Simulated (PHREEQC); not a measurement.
Solution (25 °C): 41 mmol/kgw NH3 and 7.4 mmol/kgw NaAlO2. Closed to the air; pH follows from the charge balance.

Computed with PHREEQC (ion-association model, phreeqc.dat).

No solid was allowed to form.

**Question.** What pH, ionic strength does the model give?

**Answer.** pH 10.92; ionic strength 0.00833 mol/kgw.

**Question.** In which forms is N present?

**Answer.** NH3 98 %, NH4+ 2.3 % of the N.

Examples of supersaturated solids here: Gibbsite (slow to form). Others may be too.
